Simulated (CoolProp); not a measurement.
The fluid at 420.78 K and 0.389 MPa flows at 2 m/s in a round tube of 1 mm bore and 45 µm roughness, fully developed (64/Re and Nu = 3.66 if laminar; Colebrook and Gnielinski if turbulent). The same conditions are run with several fluids, on thermodynamics alone (safety and materials aside).

The numbers come from the reference Helmholtz-energy equation of state of each fluid (R142b: Lemmon 2006; carbon dioxide: Span 1996; ammonia: Gao 2020; isobutane: Bücker 2006) in CoolProp.

**Question.** Rank R142b, carbon dioxide, ammonia, isobutane by Reynolds number, highest first.

**Answer.** R142b (1570), isobutane (1280), carbon dioxide (478), ammonia (259)

```json
[
 {"fluid": "R142b", "Darcy friction factor": "0.0406", "pressure drop (Pa/m)": "937", "heat-transfer coefficient (W/(m² K))": "76.3", "mass flow (kg/h)": "0.0652"},
 {"fluid": "carbon dioxide", "Darcy friction factor": "0.134", "pressure drop (Pa/m)": "1320", "heat-transfer coefficient (W/(m² K))": "97.1", "mass flow (kg/h)": "0.0278"},
 {"fluid": "ammonia", "Darcy friction factor": "0.247", "pressure drop (Pa/m)": "945", "heat-transfer coefficient (W/(m² K))": "148", "mass flow (kg/h)": "0.0108"},
 {"fluid": "isobutane", "Darcy friction factor": "0.0500", "pressure drop (Pa/m)": "668", "heat-transfer coefficient (W/(m² K))": "117", "mass flow (kg/h)": "0.0378"}
]
```

Transport values come from each fluid's own correlations; those of R142b are estimates that may be off by 10 % or more.
